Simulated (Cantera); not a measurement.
Feed: 1 mol PbO, 0.53 mol H2, 2.4 mol H2O, held at 0.820 bar.

Equilibrium computed with Cantera from the NASA thermochemical tables; the gas is ideal and each condensed phase is pure. Candidate condensed phases: H2O, Pb, PbO, PbO2, Pb3O4; 12 gas species. Each liquid is taken as pure. Mutual solubility and eutectic melting of coexisting phases are not modelled. Gases not in the tables: (PbO)n polymers. The numbers say what is thermodynamically allowed, not how fast it happens.

x: gas mole fraction; n: condensed amount in mol.

| T (°C) | x H2O | x Pb | x PbO | x O2 | x H2 | x OH | n Pb(l) | n PbO(l) |
|---|---|---|---|---|---|---|---|---|
| 1175 | 0.976 | 0.0178 | 0.00541 | 1.33e-6 | 0.000860 | 8.06e-6 | 0.474 | 0.456 |
| 1225 | 0.959 | 0.0294 | 0.0105 | 3.71e-6 | 0.00101 | 1.62e-5 | 0.437 | 0.441 |
| 1275 | 0.932 | 0.0469 | 0.0194 | 9.61e-6 | 0.00117 | 3.10e-5 | 0.379 | 0.413 |
| 1325 | 0.891 | 0.0726 | 0.0345 | 2.34e-5 | 0.00132 | 5.62e-5 | 0.287 | 0.361 |
| 1375 | 0.830 | 0.109 | 0.0589 | 5.37e-5 | 0.00144 | 9.68e-5 | 0.139 | 0.267 |
| 1425 | 0.764 | 0.137 | [?] | [?] | 0.00131 | [?] | 0 | [?] |
| 1475 | 0.744 | 0.134 | 0.120 | [?] | 0.00130 | [?] | 0 | 0 |
| 1525 | 0.743 | 0.134 | 0.120 | 0.000689 | 0.00165 | 0.000467 | 0 | 0 |
| 1575 | 0.742 | 0.135 | 0.119 | 0.00108 | 0.00208 | 0.000701 | 0 | 0 |
| 1625 | 0.741 | 0.136 | 0.118 | 0.00163 | 0.00260 | 0.00103 | 0 | 0 |
| 1675 | 0.739 | 0.137 | 0.117 | 0.00239 | 0.00322 | 0.00147 | 0 | 0 |
| 1725 | 0.737 | 0.138 | 0.115 | 0.00338 | 0.00398 | 0.00206 | 0 | 0 |
| 1775 | 0.735 | 0.140 | 0.113 | 0.00463 | 0.00490 | 0.00283 | 0 | 0 |
| 1825 | 0.731 | 0.142 | 0.110 | 0.00615 | 0.00602 | 0.00380 | 0 | 0 |

Problem. What belongs in the gaps?

Solution. 
- 1425, x PbO: 0.0973
- 1425, x O2: 0.000161
- 1425, x OH: 0.000173
- 1425, n PbO(l): 0.101
- 1475, x O2: 0.000427
- 1475, x OH: 0.000304
